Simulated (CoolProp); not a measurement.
Carbon dioxide at 298.15 K and 2.58 MPa flows at 13 m/s in a round tube of 50 mm bore and 1.5 µm roughness, fully developed (64/Re and Nu = 3.66 if laminar; Colebrook and Gnielinski if turbulent). Each further row changes one setting.

Computed with CoolProp (reference Helmholtz-energy equation of state, Span 1996).

```
case             Reynolds number  Darcy friction factor  pressure drop (Pa/m)  heat-transfer coefficient (W/(m² K))  mass flow (kg/h)
---------------  ---------------  ---------------------  --------------------  ------------------------------------  ----------------
as stated                      ?                      ?                  1010                                  1100              4910
velocity 26 m/s          4530000                      ?                     ?                                     ?              9810
diameter 100 mm          4530000                0.00993                     ?                                   978                 ?
```

Complete the blanks.


- as stated, Reynolds number: 2260000
- as stated, Darcy friction factor: 0.0112
- velocity 26 m/s, Darcy friction factor: 0.0105
- velocity 26 m/s, pressure drop (Pa/m): 3810
- velocity 26 m/s, heat-transfer coefficient (W/(m² K)): 2080
- diameter 100 mm, pressure drop (Pa/m): 448
- diameter 100 mm, mass flow (kg/h): 19600

Viscosity comes from a separate model (Laesecke 2017). Thermal conductivity comes from a separate model (Huber 2016).
